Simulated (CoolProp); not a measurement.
Saturation properties of CHF3 (R23).

Model: reference Helmholtz-energy equation of state, Penoncello 2003, in CoolProp.

```json
[
 {"T (K)": "197.3", "p (kPa)": "142.9", "liquid cp (kJ/(kg K))": "___", "liquid viscosity (µPa s)": "277"},
 {"T (K)": "204.9", "p (kPa)": "211.3", "liquid cp (kJ/(kg K))": "1.266", "liquid viscosity (µPa s)": "___"},
 {"T (K)": "212.5", "p (kPa)": "302.8", "liquid cp (kJ/(kg K))": "1.288", "liquid viscosity (µPa s)": "221"},
 {"T (K)": "220.1", "p (kPa)": "422.1", "liquid cp (kJ/(kg K))": "1.313", "liquid viscosity (µPa s)": "198"},
 {"T (K)": "227.8", "p (kPa)": "576.5", "liquid cp (kJ/(kg K))": "___", "liquid viscosity (µPa s)": "179"},
 {"T (K)": "235.4", "p (kPa)": "767.4", "liquid cp (kJ/(kg K))": "1.383", "liquid viscosity (µPa s)": "161"},
 {"T (K)": "243", "p (kPa)": "1002", "liquid cp (kJ/(kg K))": "1.431", "liquid viscosity (µPa s)": "145"},
 {"T (K)": "250.6", "p (kPa)": "1287", "liquid cp (kJ/(kg K))": "1.492", "liquid viscosity (µPa s)": "___"}
]
```

### Question
Fill in the missing entries.

### Answer

- 197.3, liquid cp (kJ/(kg K)): 1.249
- 204.9, liquid viscosity (µPa s): 246
- 227.8, liquid cp (kJ/(kg K)): 1.345
- 250.6, liquid viscosity (µPa s): 131

It boils at 191.1 K under 1 atm.

Viscosity comes from a separate model (Shan 2000).
